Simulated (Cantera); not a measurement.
Input: 1 mol SiF4, 55 mol N2, 0.64 mol H2, equilibrated at 675 °C and 10.0 mbar.

Cantera equilibrium calculation (NASA polynomials, part measured and part estimated; ideal gas, pure solids and liquids). Candidate condensed phases: Si, Si3N4; 37 gas species. N2 is the only nitrogen source here; it is nearly inert below about 1500 K, so the nitride shown seldom forms there in practice. Equilibrium is a limit: real reactors are often held back by kinetics, nucleation or transport.

Base state: N2 0.971, SiF4 0.0176, H2 0.0113, HF 4.87e-5 (mole fractions); condensed: Si3N4(s).

### Question
What changes in the equilibrium state with this change: SiF4 replaced by SiH4?

### Answer
```csv
species,before,after
N2,0.971,0.954
H2,0.0113,0.0463
SiF4,0.0176,0
HF,4.87e-5,0
"Si3N4(s), mol",0.000208,0.333
```
